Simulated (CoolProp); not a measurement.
Methanol at 300.53 K and 0.00758 MPa is compressed adiabatically to 0.028 MPa with isentropic efficiency 0.9. Each further row changes one setting.

Model: reference Helmholtz-energy equation of state, de Reuck 1993, in CoolProp.

```csv
case,work (kJ/kg),final temperature (K),final density (kg/m³)
as stated,127,?,?
efficiency 1,114,377.8,?
efficiency 0.65,176,?,?
```

Question: Some entries are withheld; supply them.

Answer: 
- as stated, final temperature (K): 385.8
- as stated, final density (kg/m³): 0.281
- efficiency 1, final density (kg/m³): 0.287
- efficiency 0.65, final temperature (K): 415.6
- efficiency 0.65, final density (kg/m³): 0.260
